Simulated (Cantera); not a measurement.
A perfectly stirred reactor is fed with CH4 : O2 : N2 = 0.69 : 2.35 : 8.85 (molar parts), at 750 Torr; it is adiabatic with a 550 K inlet, and is followed from long to short residence time, starting on the burning branch (τ in s: 0.03, 0.017, 0.0092, 0.0051, 0.0028, 0.0016, 0.00088, 0.00049, 0.00027, 0.00015, 8.4e-05, 4.7e-05, 2.6e-05).

Computed with Cantera and GRI-Mech 3.0 (53 species, 325 reactions).

x: mole fraction; the columns are a selection and need not sum to one.

```tsv
τ (s)	T (K)	x CH4	x O2	x CO	x C2H	x H2	x H	x CO2
0.030	1824	1.93e-5	0.0814	0.000746	1.88e-12	0.000236	5.43e-5	0.0572
0.017	1818	[?]	0.0814	[?]	2.97e-12	[?]	[?]	0.0568
0.0092	1809	4.10e-5	0.0816	0.00159	4.70e-12	0.000487	0.000161	0.0563
0.0051	1798	6.01e-5	0.0818	0.00231	7.12e-12	0.000693	0.000274	0.0555
0.0028	1781	8.97e-5	0.0822	0.00336	1.07e-11	0.000976	0.000458	0.0543
0.0016	1761	[?]	0.0828	[?]	1.59e-11	[?]	[?]	0.0528
0.00088	1732	0.000209	0.0838	0.00676	2.47e-11	0.00178	0.00112	0.0506
0.00049	1695	0.000344	0.0854	0.00964	4.06e-11	0.00232	0.00161	0.0474
0.00027	1644	0.000632	0.0884	0.0141	7.59e-11	0.00299	0.00211	0.0424
0.00015	1563	0.00155	0.0951	0.0218	1.94e-10	0.00403	0.00213	0.0333
8.4e-5	550	0.0580	0.198	<1e-12	<1e-12	<1e-12	<1e-12	<1e-12
4.7e-5	550	0.0580	0.198	<1e-12	<1e-12	<1e-12	<1e-12	<1e-12
2.6e-5	550	0.0580	0.198	<1e-12	<1e-12	<1e-12	<1e-12	<1e-12
```

Complete the blanks.


- 0.017, x CH4: 2.77e-5
- 0.017, x CO: 0.00108
- 0.017, x H2: 0.000335
- 0.017, x H: 9.17e-5
- 0.0016, x CH4: 0.000133
- 0.0016, x CO: 0.00472
- 0.0016, x H2: 0.00132
- 0.0016, x H: 0.000721
